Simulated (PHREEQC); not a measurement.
Dissolve 0.0039 mol/kgw Ba(OH)2 and 0.0061 mol/kgw NaF at 20 °C. Closed to the air; pH follows from the charge balance.

All values are PHREEQC results (ion-association model, wateq4f.dat), not measurements.

| Property | Value |
|---|---|
| pH | 12.00 |
| ionic strength | 0.0176 mol/kgw |
| total alkalinity | 7.80 meq/kg |

```
species  molality  activity   log γ
-------  --------  --------  ------
OH-       0.00771   0.00674  -0.058
F-        0.00608   0.00532  -0.058
Na+       0.00608   0.00535  -0.056
Ba+2      0.00381   0.00229  -0.221
BaOH+     8.77e-5   7.72e-5  -0.055
NaF       1.63e-5   1.64e-5   0.002
```

No solid was allowed to form.
